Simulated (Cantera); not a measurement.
Feed: 1 mol C2F6, 4.9 mol H2, equilibrated at 1548.15 K and 42.0 mbar.

Cantera equilibrium calculation (NASA polynomials, part measured and part estimated; ideal gas, pure solids and liquids). Candidate condensed phases: C, C6H6, C7H8, C8H18; 95 gas species. The feed counts by its element totals alone. Equilibrium is a limit: real reactors are often held back by kinetics, nucleation or transport.

### Question
What is the equilibrium state?

### Answer
x(HF): 0.759
x(H2): 0.240
x(H): 7.38e-5
x(CH4): 4.98e-6
x(C2H2 (acetylene)): 3.78e-6
n(C(graphite)): 2.00 mol
gas amount: 7.900 mol
